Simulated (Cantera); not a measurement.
# NO annealing gas

An isothermal, constant-pressure homogeneous reactor starts with 16.9 % NO, 83.1 % N2, at 1898 K and 100000 Pa.

Cantera simulation using GRI-Mech 3.0 (53 species, 325 reactions); the numbers are that mechanism's predictions, not measurements.

```csv
t (s),x NO,x NO2,x N2,x O,x N2O
7.00e-5,0.169,4.08e-7,0.831,7.04e-7,1.03e-6
0.000283,0.169,2.99e-6,0.831,1.95e-6,3.68e-6
0.00114,0.169,1.58e-5,0.831,7.16e-6,9.65e-6
0.00461,0.169,3.68e-5,0.831,1.51e-5,1.30e-5
0.0186,0.169,3.92e-5,0.831,1.61e-5,1.29e-5
0.0752,0.167,4.50e-5,0.832,1.85e-5,1.26e-5
0.304,0.159,6.13e-5,0.836,2.61e-5,1.14e-5
1.23,0.130,8.52e-5,0.850,4.35e-5,7.62e-6
4.95,0.0629,6.57e-5,0.884,6.88e-5,1.90e-6
20.0,0.0102,1.29e-5,0.910,8.33e-5,2.70e-7
```
x: mole fraction; the columns are a selection and need not sum to one.

Equilibrium at this temperature and pressure: NO 0.00387, NO2 5.01e-6, N2 0.913, O 8.49e-5, N2O 2.36e-7 (gas phase only).
